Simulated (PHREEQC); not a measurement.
0.029 g of hydrous ferric oxide (600 m²/g; 0.2 weak and 0.005 strong sites per Fe, Dzombak-Morel constants, diffuse double layer) in 1 kg of water with 0.1 mol/kgw of an inert sodium salt, at 25 °C; the pH is set by adding NaOH or the inert anion's acid. Oxygen alone is held at its pressure in air (log pO2 = -0.68). No CO2 enters from the air. Precipitation was switched off in this run.

Model: ion-association model, wateq4f.dat, run in PHREEQC.

Task: Predict surface charge σ (C/m²), surface potential ψ (mV) at pH = 5.33, 8.67.

Result: 
| pH | surface charge σ (C/m²) | surface potential ψ (mV) |
|---|---|---|
| 5.33 | 0.177 | 116 |
| 8.67 | -0.020 | -27 |

Species that the database lacks are ignored.
